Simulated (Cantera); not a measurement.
Cantera run:

```python
import numpy as np
import cantera as ct

gas_names = [...]  # 109 gases of nasa_gas.yaml made of C, Cl, H, Si
cond_names = """
    C(gr) C6H6(L) C7H8(L) C8H18(L),n-octa Si(cr) Si(L) SiC(b)
""".split()


# ... load() reads the species with a 1 bar reference pressure and builds the phases ...
atoms = {
    'CH3SiCl3': {'C': 1, 'H': 3, 'Si': 1, 'CL': 3},
    'HCl': {'H': 1, 'CL': 1},
    'H2': {'H': 2},
}
top_T = {'C(gr)': 4500, 'SiC(b)': 3050}  # K; cautious upper limits of use, not melting points


# ... equilibrate(T, P, feed) seeds the gas with the atoms and calls Mixture.equilibrate('TP', solver="vcs", rtol=1e-11, max_steps=5000) ...
results = []
feed = {'CH3SiCl3': 1, 'HCl': 0.026, 'H2': 530}  # mol
P = 760  # Pa
for T in [1223, 1323, 1423, 1523, 1623, 1723, 1823, 1923, 2023, 2123, 2223, 2323, 2423]:
    mix = equilibrate(T, P, feed)
    results.append((T, P, feed, dict(zip(mix.species_names, mix.species_moles))))
    x = sorted(zip(gas.X, gas.species_names), reverse=True)
    print(f"T = {T:g} K  P = {P:g} Pa  gas = {mix.phase_moles(0):.4g} mol")
    print("   x: " + "  ".join(f"{s} {v:.3e}" for v, s in x if v > 0.001))
    print("   condensed (mol): " + ("  ".join(f"{mix.phase(i).name} {mix.phase_moles(i):.4g}"
          for i in range(1, mix.n_phases) if mix.phase_moles(i) > 1e-12) or "none"))
```

It prints:

```
T = 1223 K  P = 760 Pa  gas = 533 mol
   x: H2 9.943e-01  HCL 5.669e-03
   condensed (mol): SiC(b) 0.9979
T = 1323 K  P = 760 Pa  gas = 533 mol
   x: H2 9.943e-01  HCL 5.669e-03
   condensed (mol): SiC(b) 0.9979
T = 1423 K  P = 760 Pa  gas = 533 mol
   x: H2 9.942e-01  HCL 5.669e-03
   condensed (mol): SiC(b) 0.9979
T = 1523 K  P = 760 Pa  gas = 533.1 mol
   x: H2 9.941e-01  HCL 5.667e-03
   condensed (mol): SiC(b) 0.9976
T = 1623 K  P = 760 Pa  gas = 533.2 mol
   x: H2 9.935e-01  HCL 5.661e-03
   condensed (mol): SiC(b) 0.9963
T = 1723 K  P = 760 Pa  gas = 533.6 mol
   x: H2 9.922e-01  HCL 5.648e-03  H 2.084e-03
   condensed (mol): SiC(b) 0.9911
T = 1823 K  P = 760 Pa  gas = 534.4 mol
   x: H2 9.893e-01  HCL 5.626e-03  H 4.943e-03
   condensed (mol): SiC(b) 0.9686
T = 1923 K  P = 760 Pa  gas = 536 mol
   x: H2 9.833e-01  H 1.072e-02  HCL 5.582e-03
   condensed (mol): SiC(b) 0.8803
T = 2023 K  P = 760 Pa  gas = 539.2 mol
   x: H2 9.718e-01  H 2.147e-02  HCL 5.499e-03
   condensed (mol): SiC(b) 0.5689
T = 2123 K  P = 760 Pa  gas = 545 mol
   x: H2 9.517e-01  H 4.015e-02  HCL 5.365e-03  Si 1.585e-03
   condensed (mol): none
T = 2223 K  P = 760 Pa  gas = 553.6 mol
   x: H2 9.214e-01  H 7.053e-02  HCL 5.167e-03  Si 1.646e-03
   condensed (mol): none
T = 2323 K  P = 760 Pa  gas = 567.3 mol
   x: H2 8.752e-01  H 1.169e-01  HCL 4.861e-03  Si 1.646e-03
   condensed (mol): none
T = 2423 K  P = 760 Pa  gas = 588 mol
   x: H2 8.094e-01  H 1.830e-01  HCL 4.429e-03  Si 1.610e-03
   condensed (mol): none
```

Equilibrium computed with Cantera from the NASA thermochemical tables; the gas is ideal and each condensed phase is pure. The feed counts by its element totals alone. The tables' values for SiCl are old estimates; treat these amounts as uncertain. Gases not in the tables: Si2H6 and higher silanes.
